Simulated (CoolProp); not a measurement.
Properties of CHF3 (R23) along the isobar 19.5 MPa.

Computed with CoolProp (reference Helmholtz-energy equation of state, Penoncello 2003).

```json
[
 {"T (K)": "219.8", "phase": "liquid", "density (kg/m³)": "1392", "cp (kJ/(kg K))": "1.226", "speed of sound (m/s)": "793.9", "Prandtl number": "2.41", "fugacity coefficient": "0.03311"},
 {"T (K)": "248.2", "phase": "liquid", "density (kg/m³)": "1290", "cp (kJ/(kg K))": "1.277", "speed of sound (m/s)": "672.1", "Prandtl number": "2.08", "fugacity coefficient": "0.08336"},
 {"T (K)": "276.5", "phase": "liquid", "density (kg/m³)": "1179", "cp (kJ/(kg K))": "1.350", "speed of sound (m/s)": "556.1", "Prandtl number": "1.87", "fugacity coefficient": "0.1629"},
 {"T (K)": "304.9", "phase": "supercritical", "density (kg/m³)": "1053", "cp (kJ/(kg K))": "1.442", "speed of sound (m/s)": "449.1", "Prandtl number": "1.72", "fugacity coefficient": "0.2672"},
 {"T (K)": "333.2", "phase": "supercritical", "density (kg/m³)": "912.1", "cp (kJ/(kg K))": "1.541", "speed of sound (m/s)": "359.5", "Prandtl number": "1.60", "fugacity coefficient": "0.3838"},
 {"T (K)": "361.6", "phase": "supercritical", "density (kg/m³)": "762.0", "cp (kJ/(kg K))": "1.600", "speed of sound (m/s)": "297.2", "Prandtl number": "1.46", "fugacity coefficient": "0.4998"},
 {"T (K)": "389.9", "phase": "supercritical", "density (kg/m³)": "626.6", "cp (kJ/(kg K))": "1.546", "speed of sound (m/s)": "267.1", "Prandtl number": "1.28", "fugacity coefficient": "0.6030"},
 {"T (K)": "418.3", "phase": "supercritical", "density (kg/m³)": "524.1", "cp (kJ/(kg K))": "1.430", "speed of sound (m/s)": "259.1", "Prandtl number": "1.12", "fugacity coefficient": "0.6897"},
 {"T (K)": "446.6", "phase": "supercritical", "density (kg/m³)": "451.9", "cp (kJ/(kg K))": "1.338", "speed of sound (m/s)": "261.2", "Prandtl number": "1.02", "fugacity coefficient": "0.7602"},
 {"T (K)": "475", "phase": "supercritical", "density (kg/m³)": "399.5", "cp (kJ/(kg K))": "1.282", "speed of sound (m/s)": "267.1", "Prandtl number": "0.956", "fugacity coefficient": "0.8176"}
]
```

Viscosity comes from a separate model (Shan 2000). Thermal conductivity comes from a separate model (Shan 2000).
